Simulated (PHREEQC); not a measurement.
Consider water at 85 °C with 0.0035 mol K2CO3 and 0.015 mol Fe(NO3)3 per kg of water. Closed to the air; pH follows from the charge balance.

The numbers come from PHREEQC with the ion-association model, phreeqc.dat.

**Question.** The ionic strength comes out as 0.0689 mol/kgw. What activity coefficients do H+, Fe2(OH)2+4, FeOH+2, K+, Fe3(OH)4+5 get?

**Answer.** H+ 0.82, Fe2(OH)2+4 0.019, FeOH+2 0.38, K+ 0.77, Fe3(OH)4+5 0.0020.

No solid was allowed to form. Examples of supersaturated solids here: Hematite (slow to form), Goethite (slow to form). Others may be too. At this temperature some constants are extrapolated from 25 °C, and those without enthalpy data are left unchanged.
